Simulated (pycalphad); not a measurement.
CALPHAD calculation (pycalphad, COST 507 light-alloy database (1999)), 1 atm. The database dates from 1999; later assessments differ in places, in temperatures and in the compounds included.

Question: How does the equilibrium phase assembly of Al-2.3Si-0.58Fe (at.%) change on cooling from 1577 °C to 227 °C?

Answer: 
```
T (°C)                     phases above                       phases below
-------  ------------------------------  ---------------------------------
642.4                            LIQUID                    FCC_A1 + LIQUID
632.9                   FCC_A1 + LIQUID          AL13FE4 + FCC_A1 + LIQUID
631.7         AL13FE4 + FCC_A1 + LIQUID     ALFESI_ALPHA + FCC_A1 + LIQUID
621 ± 1  ALFESI_ALPHA + FCC_A1 + LIQUID      ALFESI_BETA + FCC_A1 + LIQUID
575.7     ALFESI_BETA + FCC_A1 + LIQUID  ALFESI_BETA + DIAMOND_A4 + FCC_A1
```
Changes were sought between steps of 50 K, so a narrower field can be missed.

Database names, with the compositions (at.%) that they take in these runs: ALFESI_ALPHA: Al 73 Fe 19 Si 8; ALFESI_BETA: Al 70 Si 15 Fe 15. FCC_A1 is fcc; DIAMOND_A4 is diamond (Si).
